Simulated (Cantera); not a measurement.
Standard-state values (1 bar) from the NASA 1993 polynomials, evaluated with Cantera. Values are per mole of reaction as written; species without (g) are pure solids or liquids, kept so even where they would boil at 1 bar.

Problem. Between 300 and 2000 K, where is each reaction favourable under standard conditions?
- Nb + O2(g) ⇌ NbO2(g)
- 4 Al + O2(g) ⇌ 2 Al2O(g)
- 2 Ti + O2(g) ⇌ 2 TiO(g)

Solution. 
- Nb + O2(g) ⇌ NbO2(g): ΔG° is -209 kJ at 300 K and -247 kJ at 2000 K; it stays negative (K > 1). ΔH° is -215 kJ and ΔS° 16 J/K at 2000 K.
- 4 Al + O2(g) ⇌ 2 Al2O(g): ΔG° is -346 kJ at 300 K and -550 kJ at 2000 K; it stays negative (K > 1). ΔH° is -396 kJ and ΔS° 77 J/K at 2000 K.
- 2 Ti + O2(g) ⇌ 2 TiO(g): ΔG° is 49 kJ at 300 K and -246 kJ at 2000 K; it changes sign between 300 and 1100 K. ΔH° is 29 kJ and ΔS° 138 J/K at 2000 K.
